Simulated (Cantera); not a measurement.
Charge: 1 mol Si, 0.032 mol N2O, 30 mol N2, equilibrated at 1.30 bar.

Equilibrium computed with Cantera from the NASA thermochemical tables; the gas is ideal and each condensed phase is pure. Candidate condensed phases: Si, SiO2, Si2N2O, Si3N4; 16 gas species. Mutual solubility and eutectic melting of coexisting phases are not modelled. Equilibrium is a limit: real reactors are often held back by kinetics, nucleation or transport.

**Question.** Which condensed phases are stable at each of these points (T (K)): 973, 1073, 1173, 1273, 1373, 1473, 1573, 1673, 1773, 1873, 1973, 2073, 2173?

**Answer.** 
```json
[
 {"T (K)": "973", "condensed phases": "Si2N2O(s) + Si3N4(s)", "Si condensed (%)": "100.0"},
 {"T (K)": "1073", "condensed phases": "Si2N2O(s) + Si3N4(s)", "Si condensed (%)": "100.0"},
 {"T (K)": "1173", "condensed phases": "Si2N2O(s) + Si3N4(s)", "Si condensed (%)": "100.0"},
 {"T (K)": "1273", "condensed phases": "Si2N2O(s) + Si3N4(s)", "Si condensed (%)": "100.0"},
 {"T (K)": "1373", "condensed phases": "Si2N2O(s) + Si3N4(s)", "Si condensed (%)": "100.0"},
 {"T (K)": "1473", "condensed phases": "Si2N2O(s) + Si3N4(s)", "Si condensed (%)": "100.0"},
 {"T (K)": "1573", "condensed phases": "Si2N2O(s) + Si3N4(s)", "Si condensed (%)": "100.0"},
 {"T (K)": "1673", "condensed phases": "Si2N2O(s) + Si3N4(s)", "Si condensed (%)": "100.0"},
 {"T (K)": "1773", "condensed phases": "Si2N2O(s) + Si3N4(s)", "Si condensed (%)": "99.9"},
 {"T (K)": "1873", "condensed phases": "Si2N2O(s) + Si3N4(s)", "Si condensed (%)": "99.4"},
 {"T (K)": "1973", "condensed phases": "Si3N4(s)", "Si condensed (%)": "96.8"},
 {"T (K)": "2073", "condensed phases": "Si3N4(s)", "Si condensed (%)": "96.6"},
 {"T (K)": "2173", "condensed phases": "Si(l)", "Si condensed (%)": "95.7"}
]
```

From 973 K to 1873 K the condensed part is Si2N2O(s) + Si3N4(s). From 1973 K to 2073 K the condensed part is Si3N4(s). At 2173 K the condensed part is Si(l).
